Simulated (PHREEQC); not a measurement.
**Alkaline etch or developer: an equilibrium model**

A solution holds 95 mmol/kgw KOH and 2.6 mmol/kgw Na2SiO3, at 25 °C. Closed to the air; pH follows from the charge balance.

Computed with PHREEQC (ion-association model, phreeqc.dat).

```yaml
pH: 12.86
ionic_strength: 0.102 mol/kgw
specific_conductance: 21900 µS/cm
density: 1.002 g/cm³
total_alkalinity: 100 meq/kg
```

| species | molality | activity | log γ |
|---|---|---|---|
| OH- | 0.0963 | 0.0732 | -0.119 |
| K+ | 0.0950 | 0.0725 | -0.117 |
| Na+ | 0.00520 | 0.00408 | -0.106 |
| H3SiO4- | 0.00131 | 0.00101 | -0.115 |
| H2SiO4-2 | 0.00129 | 0.000496 | -0.415 |
| H4SiO4 | 9.17e-7 | 9.38e-7 | 0.010 |

Precipitation was switched off in this run. Complexes and solids missing from the database can't appear.
